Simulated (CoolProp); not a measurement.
A simple Rankine cycle with cyclopropane: condensing at 305.15 K, boiler at 2.49 MPa, turbine inlet 472 K, turbine efficiency 0.6, pump efficiency 0.6, no recuperator. Each further row changes one setting.

Computed with CoolProp (reference Helmholtz-energy equation of state, Polt 1992). This equation is an older, rougher fit; its heat capacities, sound speeds and derivatives of the liquid may be far off and weren't checked against measurements.

```
case                             thermal efficiency (%)  net work (kJ/kg)  heat in (kJ/kg)  turbine exit temperature (K)  volume ratio over the turbine
-------------------------------  ----------------------  ----------------  ---------------  ----------------------------  -----------------------------
as stated                                           6.9              47.4              686                         439.6                           2.82
condensing temperature 297.15 K                     8.1              57.1              704                         433.7                           3.47
boiler pressure 1.74 MPa                            4.7              33.0              696                         451.4                           1.97
turbine efficiency 0.5                              5.7              38.8              686                         443.8                           2.85
```
